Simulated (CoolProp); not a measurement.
Saturation properties of R245fa.

Model: reference Helmholtz-energy equation of state, Akasaka 2015, in CoolProp.

| T (K) | p (MPa) | vapour Z | liquid viscosity (µPa s) |
|---|---|---|---|
| 314.9 | 0.2654 | 0.9178 | 325 |
| 318 | 0.2932 | 0.9119 | 314 |
| 321.1 | [?] | 0.9059 | 303 |
| 324.2 | 0.3554 | 0.8995 | 292 |
| 327.3 | 0.3901 | 0.8928 | 282 |
| 330.4 | 0.4273 | [?] | 272 |
| 333.5 | 0.4671 | 0.8787 | 263 |
| 336.6 | 0.5097 | 0.8711 | 254 |
| 339.7 | 0.5552 | [?] | 245 |
| 342.8 | [?] | 0.8551 | 236 |
| 345.9 | 0.6553 | 0.8466 | 228 |
| 349 | 0.7102 | 0.8377 | 220 |

### Question
Complete the blanks.

### Answer

- 321.1, p (MPa): 0.3231
- 330.4, vapour Z: 0.8859
- 339.7, vapour Z: 0.8633
- 342.8, p (MPa): 0.6037

It boils at 288.2 K under 1 atm.

Viscosity comes from a separate model (Bell 2016), an estimate that may be off by 10 % or more.
